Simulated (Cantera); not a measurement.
A Cantera script and its output.

```python
import numpy as np
import cantera as ct

gas = ct.Solution("gri30.yaml")
gas.TPX = 625, 1400000, {'CO': 1, 'H2': 0.62, 'CH4': 0.052, 'O2': 1.19, 'N2': 11.4}
inlet = ct.Reservoir(gas, clone=True)
gas.equilibrate("HP")  # start burning
reactor = ct.IdealGasConstPressureReactor(gas, energy="on", clone=False)
exhaust = ct.Reservoir(gas, clone=True)
tau = [0.044, 0.021, 0.0098, 0.0046, 0.0022, 0.001, 0.00049, 0.00023, 0.00011, 5.1e-05, 2.4e-05, 1.1e-05][0]
for a, b in ((inlet, reactor), (reactor, exhaust)):
    ct.MassFlowController(a, b, mdot=lambda t: reactor.mass / tau)
net = ct.ReactorNet([reactor])
show = ['CO', 'H2', 'CH4', 'CH2', 'C2H6', 'O2']

rows = []
print(f"{'tau/s':>10s}{'T/K':>9s}" + "".join(f"{s:>11s}" for s in show))
for tau in [0.044, 0.021, 0.0098, 0.0046, 0.0022, 0.001, 0.00049, 0.00023, 0.00011, 5.1e-05, 2.4e-05, 1.1e-05]:
    net.initial_time = 0.0
    net.advance(30 * tau)
    before = gas.X
    net.advance(40 * tau)
    drift = np.max(np.abs(gas.X - before) / (gas.X + 1e-9))
    rows.append([gas.T, *gas[show].X, drift])
    print(f"{tau:10.3e}{gas.T:9.1f}" + "".join(f"{x:11.3e}" for x in gas[show].X))
```

Output:

```
     tau/s      T/K         CO         H2        CH4        CH2       C2H6         O2
 4.400e-02   1623.3  3.832e-04  3.566e-05  1.183e-06  1.703e-09  5.051e-11  2.068e-02
 2.100e-02   1620.9  6.489e-04  5.908e-05  1.976e-06  3.352e-09  1.116e-10  2.081e-02
 9.800e-03   1616.9  1.119e-03  9.967e-05  3.376e-06  6.568e-09  2.453e-10  2.105e-02
 4.600e-03   1610.0  1.927e-03  1.679e-04  5.810e-06  1.238e-08  5.247e-10  2.146e-02
 2.200e-03   1598.5  3.300e-03  2.804e-04  1.008e-05  2.202e-08  1.103e-09  2.218e-02
 1.000e-03   1576.0  6.009e-03  4.951e-04  1.915e-05  3.803e-08  2.619e-09  2.360e-02
 4.900e-04   1531.7  1.137e-02  9.162e-04  4.051e-05  5.511e-08  7.958e-09  2.646e-02
 2.300e-04    625.0  7.012e-02  4.347e-02  3.646e-03  7.066e-31 -1.349e-19  8.344e-02
 1.100e-04    625.0  7.012e-02  4.347e-02  3.646e-03  4.200e-31  7.448e-24  8.344e-02
 5.100e-05    625.0  7.012e-02  4.347e-02  3.646e-03  2.171e-31  2.378e-26  8.344e-02
 2.400e-05    625.0  7.012e-02  4.347e-02  3.646e-03  1.050e-31 -7.187e-27  8.344e-02
 1.100e-05    625.0  7.012e-02  4.347e-02  3.646e-03  2.619e-32  2.332e-28  8.344e-02
```

Cantera simulation using GRI-Mech 3.0 (53 species, 325 reactions); the numbers are that mechanism's predictions, not measurements. The pressure lies above the range GRI-Mech 3.0 was tuned for (to about 10 atm).
